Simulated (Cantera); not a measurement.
Input: 1 mol Cr, 0.028 mol H2O, held at 1900 K.

These are equilibrium values from Cantera (NASA tables, ideal gas, pure condensed phases), not measurements of a reactor. Candidate condensed phases: Cr, Cr2O3, H2O; 13 gas species. Mutual solubility and eutectic melting of coexisting phases are not modelled. Equilibrium is a limit: real reactors are often held back by kinetics, nucleation or transport.

log p: log10 of the partial pressure in bar; n: condensed amount in mol.

| P (Pa) | log p H2 | log p Cr | log p H | log p CrO | log p H2O | n Cr2O3(s) | n Cr(s) |
|---|---|---|---|---|---|---|---|
| 0.100 | -8.47 | -6.03 | -7.34 | -7.62 | -9.84 | 0 | 0 |
| 1 | ? | ? | ? | ? | ? | 0 | 0 |
| 10 | -5.68 | -4.02 | -5.94 | -5.87 | -7.30 | 0.00441 | 0 |
| 100 | ? | -3.46 | ? | -5.68 | ? | 0.00921 | 0.966 |
| 1000 | -2.02 | -3.46 | -4.11 | -5.68 | -4.02 | 0.00924 | 0.980 |
| 10000 | -1.01 | -3.46 | -3.60 | -5.68 | -3.01 | 0.00924 | 0.981 |
| 100000 | 0.00 | -3.46 | -3.10 | -5.68 | -2.00 | 0.00924 | 0.982 |
| 1000000 | 1.00 | -3.46 | -2.60 | -5.68 | -1.00 | 0.00924 | 0.982 |

Some entries are withheld; supply them.


- 100, log p H2: -3.21
- 100, log p H: -4.70
- 100, log p H2O: -5.20
- 1, log p H2: -6.91
- 1, log p Cr: -5.03
- 1, log p H: -6.56
- 1, log p CrO: -6.60
- 1, log p H2O: -8.26
